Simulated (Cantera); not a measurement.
Charge: 1 mol B2O3, 2.4 mol H2O, 0.65 mol H2, at 1698.15 K.

These are equilibrium values from Cantera (NASA tables, ideal gas, pure condensed phases), not measurements of a reactor. Candidate condensed phases: B, B2O3, B3O3H3, H2O; 23 gas species. Kinetics and transport are ignored.

Problem. At 10.0 Pa, list the 7 most abundant gas species with their mole fractions, and the condensed phases.

Solution. HBO2 0.431, H2O 0.374, H2 0.158, B2O3 0.0297, H 0.00575, BO2 0.000986, OH 0.000701. Condensed: gas only.
